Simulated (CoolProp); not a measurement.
The numbers come from the reference Helmholtz-energy equation of state, Gao 2020 in CoolProp.

Task: For ammonia, give the phase and the cv (kJ/(kg K)), expansivity (1/kK), conductivity (mW/(m K)), fugacity coefficient at 271.5 K and 3.84 MPa.

Result: 
- 271.5 K and 3.84 MPa: liquid; cv 2.84, expansivity 2.08, conductivity 570, fugacity coefficient 0.103

Thermal conductivity comes from a separate model (Tufeu 1984).
